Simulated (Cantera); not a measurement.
# HF + O₂ (abatement and gas-phase synthesis)

Charge: 1 mol HF, 0.24 mol O₂, at 1048.15 K and 520 Pa.

Cantera equilibrium calculation (NASA polynomials, part measured and part estimated; ideal gas, pure solids and liquids). Candidate condensed phases: H₂O; 22 gas species. Equilibrium is a limit: real reactors are often held back by kinetics, nucleation or transport.

```json
{
 "x(HF)": "0.806",
 "x(O₂)": "0.194",
 "gas_amount": "1.240 mol"
}
```
